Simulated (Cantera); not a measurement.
Charge: 1 mol Si, 9.4 mol Br2, 36 mol N2, 19 mol HBr, equilibrated at 877 °C.

These are equilibrium values from Cantera (NASA tables, ideal gas, pure condensed phases), not measurements of a reactor. Candidate condensed phases: Br2, Si, Si3N4; 28 gas species. The tables' values for SiBr3 are old estimates; treat these amounts as uncertain. The numbers say what is thermodynamically allowed, not how fast it happens.

x: gas mole fraction; nothing condenses.

```csv
P (Pa),x N2,x HBr,x Br,x Br2,x SiBr4
1,0.507,0.267,0.211,0.000619,0.0126
4.20,0.510,0.269,0.205,0.00246,0.0140
18,0.513,0.271,0.192,0.00931,0.0142
75,0.522,0.276,0.161,0.0270,0.0145
320,0.536,0.283,(withheld),(withheld),0.0149
1300,0.549,0.290,0.0663,0.0797,0.0152
5600,0.558,0.294,0.0352,0.0970,0.0155
24000,0.563,0.297,(withheld),0.107,0.0156
100000,0.565,0.298,0.00895,0.112,0.0157
```

**Question.** Some entries are withheld; supply them.

**Answer.** 
- 24000, x Br: 0.0178
- 320, x Br: 0.111
- 320, x Br2: 0.0549
